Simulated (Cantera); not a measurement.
An isothermal, constant-pressure homogeneous reactor starts with H2 : O2 = 0.28 : 1 (molar parts), at 1423 K and 0.0336 atm. Integrator tolerance rtol = 1e-08.

Detailed kinetics in Cantera: the H2/O2 subset of GRI-Mech 3.0, which has no nitrogen chemistry. Radical loss at walls, strong at low pressure, is not modelled. The temperature is held fixed by assumption; the heat of reaction is taken as removed at once.

Q: What does this change do: H2 0.28 to 0.072 parts?

A: 
```tsv
quantity	before	after
x(H2) at 2.00 s	1.01e-6 (gas-phase equilibrium 9.86e-7)	3.83e-7 (gas-phase equilibrium 2.51e-7)
x(O2) at 2.00 s	0.754 (gas-phase equilibrium 0.754)	0.930 (gas-phase equilibrium 0.930)
x(HO2) at 2.00 s	1.90e-7 (gas-phase equilibrium 1.91e-7)	1.04e-7 (gas-phase equilibrium 1.19e-7)
x(H2O2) at 2.00 s	5.15e-9 (gas-phase equilibrium 5.11e-9)	2.00e-9 (gas-phase equilibrium 1.60e-9)
x(OH) at 2.00 s	0.000196 (gas-phase equilibrium 0.000194)	0.000135 (gas-phase equilibrium 0.000109)
x(H2O) at 2.00 s	0.246 (gas-phase equilibrium 0.246)	0.0694 (gas-phase equilibrium 0.0694)
```
